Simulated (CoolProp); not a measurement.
Properties of R410A at several states.

Values from CoolProp's reference Helmholtz-energy equation of state, Lemmon 2003. It is a pseudo-pure fit of the blend.

```csv
T (K),p (kPa),phase,Z,cv (kJ/(kg K)),speed of sound (m/s),expansivity (1/kK),viscosity (µPa s),fugacity coefficient
339.9,369,gas,0.9701,0.7710,207.3,3.278,14.8,0.9708
336.7,13600,liquid,0.3577,0.9388,423.5,4.605,100,0.2673
380,13.5,gas,0.9993,0.8171,222.7,2.638,16.5,0.9993
```

Viscosity comes from a separate model (Geller 2000).
